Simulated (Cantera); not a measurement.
Standard-state values (1 bar) from the NASA 1993 polynomials, evaluated with Cantera. Values are per mole of reaction as written; species without (g) are pure solids or liquids, kept so even where they would boil at 1 bar. VN: taken at fixed stoichiometry.

Q: Between 1300 and 1750 K, where is each reaction favourable under standard conditions?
- N2(g) + V2O5 = V2O3 + 2 NO(g)
- 7 V + 3 NO2(g) = 3 VN + 2 V2O3

A: 
- N2(g) + V2O5 = V2O3 + 2 NO(g): ΔG° is 287 kJ at 1300 K and 234 kJ at 1750 K; it stays positive (K < 1). ΔH° is 440 kJ and ΔS° 118 J/K at 1750 K.
- 7 V + 3 NO2(g) = 3 VN + 2 V2O3: ΔG° is -2448 kJ at 1300 K and -2218 kJ at 1750 K; it stays negative (K > 1). ΔH° is -3094 kJ and ΔS° -500 J/K at 1750 K.
